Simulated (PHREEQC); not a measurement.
Consider water at 20 °C with 0.97 mol KOH, 0.0014 mol KNO3 and 0.85 mol KH2PO4 per kg of water. Closed to the air; pH follows from the charge balance.

Computed with PHREEQC (ion-association model, phreeqc.dat).

Each row changes one thing in this solution. No solid was allowed to form.

```json
[
 {"case": "as made", "pH": "10.29", "ionic strength (mol/kgw)": "2.51", "K+ (mol/kgw)": "1.62", "HPO4-2 (mol/kgw)": "0.531", "KHPO4- (mol/kgw)": "0.199", "PO4-3 (mol/kgw)": "0.120"},
 {"case": "KOH replaced by KBr at the same molality", "pH": "4.09", "ionic strength (mol/kgw)": "1.82", "K+ (mol/kgw)": "1.82", "HPO4-2 (mol/kgw)": "0.00278", "KHPO4- (mol/kgw)": "0.00127", "PO4-3 (mol/kgw)": "3.24e-10"},
 {"case": "diluted 2-fold with water", "pH": "10.41", "ionic strength (mol/kgw)": "1.32", "K+ (mol/kgw)": "0.841", "HPO4-2 (mol/kgw)": "0.296", "KHPO4- (mol/kgw)": "0.0693", "PO4-3 (mol/kgw)": "0.0597"},
 {"case": "temperature from 20 to 50 °C", "pH": "9.96", "ionic strength (mol/kgw)": "2.54", "K+ (mol/kgw)": "1.64", "HPO4-2 (mol/kgw)": "0.545", "KHPO4- (mol/kgw)": "0.185", "PO4-3 (mol/kgw)": "0.119"},
 {"case": "diluted 100-fold with water", "pH": "10.90", "ionic strength (mol/kgw)": "0.0276", "K+ (mol/kgw)": "0.0181", "HPO4-2 (mol/kgw)": "0.00778", "KHPO4- (mol/kgw)": "0.000148", "PO4-3 (mol/kgw)": "0.000567"},
 {"case": "KNO3 left out", "pH": "10.29", "ionic strength (mol/kgw)": "2.51", "K+ (mol/kgw)": "1.62", "HPO4-2 (mol/kgw)": "0.531", "KHPO4- (mol/kgw)": "0.199", "PO4-3 (mol/kgw)": "0.120"},
 {"case": "KOH from 0.97 to 0.485 mol/kgw", "pH": "6.59", "ionic strength (mol/kgw)": "1.59", "K+ (mol/kgw)": "1.22", "HPO4-2 (mol/kgw)": "0.367", "KHPO4- (mol/kgw)": "0.117", "PO4-3 (mol/kgw)": "1.24e-5"},
 {"case": "temperature from 20 to 40 °C", "pH": "10.07", "ionic strength (mol/kgw)": "2.53", "K+ (mol/kgw)": "1.63", "HPO4-2 (mol/kgw)": "0.540", "KHPO4- (mol/kgw)": "0.190", "PO4-3 (mol/kgw)": "0.119"}
]
```

The ionic strength passes 0.7 mol/kgw, the rough limit of the ion-association models, in as made; KOH replaced by KBr at the same molality; diluted 2-fold with water; temperature from 20 to 50 °C; KNO3 left out; KOH from 0.97 to 0.485 mol/kgw; temperature from 20 to 40 °C. Complexes and solids missing from the database can't appear. Away from 25 °C the constants follow the database's enthalpies or fits; those with neither stay at their 25 °C values.
